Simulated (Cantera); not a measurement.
Cantera run, input and output.

```python
import numpy as np
import cantera as ct

gas = ct.Solution("gri30.yaml")
gas.TPX = 1300, 62000, {'CH4': 1, 'CO': 0.17, 'O2': 3.79, 'N2': 14.3}
reactor = ct.IdealGasConstPressureReactor(gas, energy="on", clone=False)
net = ct.ReactorNet([reactor])
net.rtol, net.atol = 1e-08, 1e-16
show = ['CH4', 'CO', 'O2', 'H2O2', 'HO2']
times = np.geomspace(2e-06, 5, 10)

steps = ct.SolutionArray(gas, extra=["t"])
rows = []
print(f"{'t/s':>10s}{'T/K':>9s}{'P/Pa':>11s}" + "".join(f"{s:>11s}" for s in show))
for t in times:
    while net.time < t:
        t_next = net.step()
        steps.append(gas.state, t=t_next)
    rows.append([np.interp(t, steps.t, y) for y in (steps.T, steps.P, *steps(*show).X.T)])
    print(f"{t:10.3e}{rows[-1][0]:9.1f}{rows[-1][1]:11.4g}" + "".join(f"{x:11.3e}" for x in rows[-1][2:]))
rate = np.gradient(steps.T, steps.t)
print("integrator steps:", len(steps.t))
if steps.T.max() > steps.T[0] + 200:
    print(f"time of steepest temperature rise: {steps.t[rate.argmax()]:.4e} s")
gas.TPX = 1300, 62000, {'CH4': 1, 'CO': 0.17, 'O2': 3.79, 'N2': 14.3}
gas.equilibrate("HP")
print(f"equilibrium (HP): T = {gas.T:.1f} K  " + "  ".join(f"{s} {gas[s].X[0]:.3e}" for s in show))
```

It prints:

```
       t/s      T/K       P/Pa        CH4         CO         O2       H2O2        HO2
 2.000e-06   1300.0    6.2e+04  5.192e-02  8.827e-03  1.968e-01  1.685e-12  3.307e-09
 1.028e-05   1300.0    6.2e+04  5.192e-02  8.827e-03  1.968e-01  4.290e-11  1.691e-08
 5.282e-05   1300.0    6.2e+04  5.192e-02  8.827e-03  1.968e-01  9.470e-10  8.447e-08
 2.714e-04   1300.0    6.2e+04  5.192e-02  8.826e-03  1.968e-01  1.179e-08  3.750e-07
 1.395e-03   1300.0    6.2e+04  5.190e-02  8.825e-03  1.968e-01  4.168e-08  9.572e-07
 7.169e-03   1304.1    6.2e+04  5.108e-02  8.888e-03  1.962e-01  3.710e-07  5.798e-06
 3.684e-02   2350.0    6.2e+04  1.140e-19  3.902e-03  8.627e-02  1.137e-07  4.263e-06
 1.893e-01   2339.3    6.2e+04  1.021e-19  3.737e-03  8.306e-02  1.091e-07  4.020e-06
 9.729e-01   2338.3    6.2e+04  1.011e-19  3.722e-03  8.277e-02  1.086e-07  3.999e-06
 5.000e+00   2338.3    6.2e+04  1.011e-19  3.722e-03  8.277e-02  1.086e-07  3.999e-06
integrator steps: 2023
time of steepest temperature rise: 1.2536e-02 s
equilibrium (HP): T = 2338.3 K  CH4 1.523e-19  CO 3.722e-03  O2 8.277e-02  H2O2 1.086e-07  HO2 3.999e-06
```

Model: GRI-Mech 3.0 (53 species, 325 reactions), integrated in Cantera.
